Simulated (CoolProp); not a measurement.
Vapour-liquid equilibrium of propane (1) + n-pentane (2) at -13.75 °C; x and y are mole fractions of (1).

Model: multi-fluid Helmholtz-energy mixture model, Lemmon 2009 and Thol 2019; pair parameters Kunz 2012, in CoolProp.

```csv
x,"bubble pressure, mixture model (MPa)","bubble pressure, Raoult's law (MPa)","y, mixture model","y, Raoult's law"
0.05,(withheld),0.02716,0.613,0.560
0.15,0.06537,0.05635,0.830,0.810
0.25,0.09632,0.08553,0.895,0.890
0.35,0.1252,0.1147,0.927,0.929
0.45,0.1529,0.1439,0.947,0.952
0.55,0.1799,0.1731,(withheld),0.967
0.65,(withheld),0.2023,(withheld),0.978
0.75,(withheld),0.2314,0.981,0.986
0.85,0.2606,0.2606,(withheld),0.993
0.95,0.2892,0.2898,(withheld),0.998
```

Question: What belongs in the gaps?

Answer: 
- 0.05, bubble pressure, mixture model (MPa): 0.03128
- 0.55, y, mixture model: 0.962
- 0.65, bubble pressure, mixture model (MPa): 0.2065
- 0.65, y, mixture model: 0.972
- 0.75, bubble pressure, mixture model (MPa): 0.2333
- 0.85, y, mixture model: 0.989
- 0.95, y, mixture model: 0.996

The largest gap from Raoult's law is +16.0 % in bubble pressure, at x = 0.15. No azeotrope shows between x = 0.05 and 0.95.

The pair parameters rest on a limited set of measurements; away from them the model extrapolates.
